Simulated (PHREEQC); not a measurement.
**Leach liquor (model solution)**

Solution (25 °C): 0.0054 mol/kgw HCl, 3.4e-05 mol/kgw CuSO4 and 0.00124 mol/kgw MnSO4. Closed to the air; pH follows from the charge balance.

Computed with PHREEQC (ion-association model, wateq4f.dat).

This is a speciation only: nothing precipitates in the calculation.

Question: What pH, ionic strength does the model give?

Answer: pH 2.33; ionic strength 0.00952 mol/kgw.

Question: In which forms is Mn present?

Answer: Mn+2 92 %, MnSO4 6.6 %, MnCl+ 1.4 % of the Mn.

Complexes and solids missing from the database can't appear.
